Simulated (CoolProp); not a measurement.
R245fa at 276.78 K and 0.0234 MPa flows at 10 m/s in a round tube of 6 mm bore and 45 µm roughness, fully developed (64/Re and Nu = 3.66 if laminar; Colebrook and Gnielinski if turbulent). Each further row changes one setting.

Model: reference Helmholtz-energy equation of state, Akasaka 2015, in CoolProp.

```csv
case,Reynolds number,Darcy friction factor,pressure drop (Pa/m),heat-transfer coefficient (W/(m² K)),mass flow (kg/h)
as stated,7560,(withheld),483,(withheld),(withheld)
velocity 20 m/s,15100,(withheld),(withheld),132,2.81
diameter 12 mm,15100,(withheld),194,(withheld),(withheld)
```

Question: Fill in the missing entries.

Answer: 
- as stated, Darcy friction factor: 0.0421
- as stated, heat-transfer coefficient (W/(m² K)): 67.5
- as stated, mass flow (kg/h): 1.40
- velocity 20 m/s, Darcy friction factor: 0.0387
- velocity 20 m/s, pressure drop (Pa/m): 1780
- diameter 12 mm, Darcy friction factor: 0.0338
- diameter 12 mm, heat-transfer coefficient (W/(m² K)): 56.7
- diameter 12 mm, mass flow (kg/h): 5.61

Viscosity comes from a separate model (Bell 2016), an estimate that may be off by 10 % or more. Thermal conductivity comes from a separate model (Huber 2003), an estimate that may be off by 10 % or more.
